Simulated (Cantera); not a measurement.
Input: 1 mol SiC, 0.052 mol C, 0.077 mol N₂, equilibrated at 0.00133 bar.

These are equilibrium values from Cantera (NASA tables, ideal gas, pure condensed phases), not measurements of a reactor. Candidate condensed phases: C, Si, SiC, Si₃N₄; 32 gas species. Ions and electrons are included (thermal ionisation). The tables' values for SiN are old estimates; treat these amounts as uncertain. The numbers say what is thermodynamically allowed, not how fast it happens. All values below are at 5000 K.

Base state: C 0.461, Si 0.403, N 0.0585, e- 0.0360, Si+ 0.0360, N₂ 0.00416, CN 0.000788, C₂ 0.000189 (mole fractions); condensed: gas only.

### Question
What changes in the equilibrium state with this change: N₂ from 0.077 to 0.79 mol?

### Answer
```json
[
 {"species": "C", "before": "0.461", "after": "0.306"},
 {"species": "N", "before": "0.0585", "after": "0.276"},
 {"species": "Si", "before": "0.403", "after": "0.264"},
 {"species": "N₂", "before": "0.00416", "after": "0.0925"},
 {"species": "Si+", "before": "0.0360", "after": "0.0291"},
 {"species": "e-", "before": "0.0360", "after": "0.0292"},
 {"species": "CN", "before": "0.000788", "after": "0.00247"},
 {"species": "SiN", "before": "1.54e-5", "after": "4.77e-5"}
]
```

### Question
What changes in the equilibrium state with this change: N₂ from 0.077 to 0.66 mol?

### Answer
```json
[
 {"species": "C", "before": "0.461", "after": "0.325"},
 {"species": "Si", "before": "0.403", "after": "0.281"},
 {"species": "N", "before": "0.0585", "after": "0.253"},
 {"species": "N₂", "before": "0.00416", "after": "0.0777"},
 {"species": "Si+", "before": "0.0360", "after": "0.0301"},
 {"species": "e-", "before": "0.0360", "after": "0.0301"},
 {"species": "CN", "before": "0.000788", "after": "0.00240"},
 {"species": "SiN", "before": "1.54e-5", "after": "4.66e-5"},
 {"species": "SiC", "before": "1.23e-5", "after": "6.05e-6"}
]
```

### Question
What changes in the equilibrium state with this change: pressure from 0.00133 bar to 1.00 bar?

### Answer
```csv
species,before,after
Si,0.403,0.522
C,0.461,0.297
C₂,0.000189,0.0590
SiC₂,6.29e-8,0.0191
C₃,1.89e-7,0.0285
CN,0.000788,0.0327
e-,0.0360,0.00139
Si+,0.0360,0.00161
N,0.0585,0.00502
N₂,0.00416,0.0229
Si₂C,<1e-9,0.000248
C₄,<1e-9,0.000220
```
